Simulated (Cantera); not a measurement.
An isothermal, constant-pressure homogeneous reactor starts with 30.1 % CH4, 66.3 % CO2, 3.61 % H2, at 1298 K and 150 Torr.

Detailed kinetics in Cantera: GRI-Mech 3.0 (53 species, 325 reactions).

**Question.** Predict: x(CH4) at 200 s; x(CO2) at 200 s; x(H2) at 200 s; x(C2H4) at 200 s.

**Answer.** 
```
Quantity                                          Result
----------------  --------------------------------------
x(CH4) at 200 s    0.150 (gas-phase equilibrium 2.86e-7)
x(CO2) at 200 s      0.431 (gas-phase equilibrium 0.112)
x(H2) at 200 s      0.0565 (gas-phase equilibrium 0.285)
x(C2H4) at 200 s  0.00216 (gas-phase equilibrium <1e-12)
```
